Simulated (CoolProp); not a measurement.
Model: reference Helmholtz-energy equation of state, Zhou 2012, in CoolProp.

**Question.** Give the vapour pressure (bar), liquid density (kg/m³), vapour density (kg/m³), liquid conductivity (mW/(m K)) of saturated p-xylene at 90.05, 148.55 °C.

**Answer.** 
| T (°C) | p (bar) | liquid density (kg/m³) | vapour density (kg/m³) | liquid conductivity (mW/(m K)) |
|---|---|---|---|---|
| 90.05 | 0.227 | 799 | 0.812 | 110 |
| 148.55 | 1.32 | 743 | 4.24 | 97.8 |

Thermal conductivity comes from a separate model (Mylona 2014).
